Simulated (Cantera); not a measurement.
# Reactions in the system H-O-P

Source: NASA polynomial tables (part measured, part estimated), evaluated in Cantera. Values are per mole of reaction as written; species without (g) are pure solids or liquids, kept so even where they would boil at 1 bar.

10 H2O(g) + P4O10 = 10 H2O2(g) + P4(g)

```csv
T (K),ΔH° (kJ),ΔS° (J/K),ΔG° (kJ),log10 K
300,4124.0,507.9,3971.6,-691.51
475,4112.6,478.4,3885.4,-427.26
500,4110.8,474.6,3873.5,-404.65
525,4108.9,470.9,3861.7,-384.21
550,4106.9,467.3,3849.9,-365.63
575,4104.9,463.7,3838.3,-348.68
600,4102.8,460.1,3826.8,-333.14
```
